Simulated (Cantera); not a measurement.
A closed system holds: 1 mol SiC, 0.017 mol O2, 1.1 mol N2, 0.0017 mol H2O, equilibrated at 8.70 mbar.

Equilibrium computed with Cantera from the NASA thermochemical tables; the gas is ideal and each condensed phase is pure. Candidate condensed phases: C, C6H6, C7H8, C8H18, H2O, Si, SiC, SiO2, Si2N2O, Si3N4; 151 gas species. N2 is the only nitrogen source here; it is nearly inert below about 1500 K, so the nitride shown seldom forms there in practice. Mutual solubility and eutectic melting of coexisting phases are not modelled. Kinetics and transport are ignored.

Which condensed phases are stable at each of these points (T (K)): 1025, 1075, 1125, 1175, 1225, 1275, 1325, 1375, 1425, 1475, 1525, 1575, 1625, 1675?


| T (K) | condensed phases | Si condensed (%) |
|---|---|---|
| 1025 | C(graphite) + Si2N2O(s) + Si3N4(s) | 100.0 |
| 1075 | C(graphite) + Si2N2O(s) + Si3N4(s) | 100.0 |
| 1125 | C(graphite) + Si2N2O(s) + Si3N4(s) | 100.0 |
| 1175 | C(graphite) + Si2N2O(s) + Si3N4(s) | 100.0 |
| 1225 | C(graphite) + Si2N2O(s) + Si3N4(s) | 100.0 |
| 1275 | C(graphite) + Si2N2O(s) + Si3N4(s) | 100.0 |
| 1325 | C(graphite) + Si2N2O(s) + Si3N4(s) | 100.0 |
| 1375 | C(graphite) + SiC(s) + Si2N2O(s) | 100.0 |
| 1425 | C(graphite) + SiC(s) + Si2N2O(s) | 100.0 |
| 1475 | C(graphite) + SiC(s) + Si2N2O(s) | 100.0 |
| 1525 | SiC(s) + Si2N2O(s) | 100.0 |
| 1575 | SiC(s) + Si2N2O(s) | 99.9 |
| 1625 | SiC(s) + Si2N2O(s) | 99.8 |
| 1675 | SiC(s) + Si2N2O(s) | 99.4 |

From 1025 K to 1325 K the condensed part is C(graphite) + Si2N2O(s) + Si3N4(s). From 1375 K to 1475 K the condensed part is C(graphite) + SiC(s) + Si2N2O(s). From 1525 K to 1675 K the condensed part is SiC(s) + Si2N2O(s).
